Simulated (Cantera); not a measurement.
Feed: 1 mol HCl, 0.12 mol O2, 0.18 mol H2, at 0.133 bar.

Method: chemical equilibrium by Gibbs-energy minimisation in Cantera with the NASA 1993 tables (ideal gas, pure condensed phases). Candidate condensed phases: H2O; 14 gas species. Rates play no part. All values below are at 352 °C.

Base state: HCl 0.746, H2O 0.203, Cl2 0.0508 (mole fractions); condensed: gas only.

Question: What changes in the equilibrium state with this change: HCl replaced by N2O?

Answer: 
| species | before | after |
|---|---|---|
| N2 | 0 | 0.585 |
| O2 | 4.77e-6 | 0.310 |
| H2O | 0.203 | 0.105 |
| HCl | 0.746 | 0 |
| Cl2 | 0.0508 | 0 |
